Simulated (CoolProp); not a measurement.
n-nonane at several states: fugacity coefficient from the reference equation and from simpler models built on Tc = 594.5 K, pc = 22.82 bar, ω = 0.443; each cubic takes its own stable root.

Model: reference Helmholtz-energy equation of state, Lemmon 2006, in CoolProp. It is a short technical equation, of lower accuracy than the large ones.

```tsv
T (K)	p (bar)	phase	reference
270.4	0.393	liquid	0.002065
461.6	2.3	gas	0.9096
356	54.8	liquid	0.002801
```

Problem. How far does each simpler model (van der Waals, Redlich-Kwong, Peng-Robinson) lie from the reference over these 3 states: mean and median of the absolute difference, and the worst?

Solution. 
- van der Waals: mean 13653.0 %, median 2057.4 %, worst +38897.6 % at 270.4 K and 0.393 bar
- Redlich-Kwong: mean 597.6 %, median 346.3 %, worst +1444.3 % at 270.4 K and 0.393 bar
- Peng-Robinson: mean 7.5 %, median 4.3 %, worst +17.5 % at 270.4 K and 0.393 bar
